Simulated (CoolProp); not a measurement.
R21 along the isobar 984 kPa: density (kg/m³) from the reference equation and from simpler models built on Tc = 452.7 K, pc = 5289 kPa, ω = 0.206; each cubic takes its own stable root.

Values from CoolProp's reference Helmholtz-energy equation of state, Platzer 1990. This equation is an older, rougher fit; its heat capacities, sound speeds and derivatives of the liquid may be far off and weren't checked against measurements.

| T (K) | phase | reference |
|---|---|---|
| 283.1 | liquid | 1405 |
| 299 | liquid | 1368 |
| 314.8 | liquid | 1329 |
| 330.6 | liquid | 1287 |
| 346.4 | liquid | 1242 |
| 362.2 | gas | 40.00 |
| 378.1 | gas | 37.16 |
| 393.9 | gas | 34.86 |
| 409.7 | gas | 32.92 |
| 425.5 | gas | 31.24 |
| 441.4 | gas | 29.76 |
| 457.2 | gas | 28.45 |
| 473 | gas | 27.28 |

Task: How far does each simpler model (van der Waals, Redlich-Kwong, Peng-Robinson) lie from the reference over these 13 states: mean and median of the absolute difference, and the worst?

Result: 
- van der Waals: mean 29.7 %, median 4.5 %, worst -96.8 % at 346.4 K and 984 kPa
- Redlich-Kwong: mean 4.2 %, median 2.0 %, worst -10.9 % at 346.4 K and 984 kPa
- Peng-Robinson: mean 2.6 %, median 0.8 %, worst +6.0 % at 283.1 K and 984 kPa

At some of these states van der Waals gives the other phase, because its saturation line lies elsewhere.
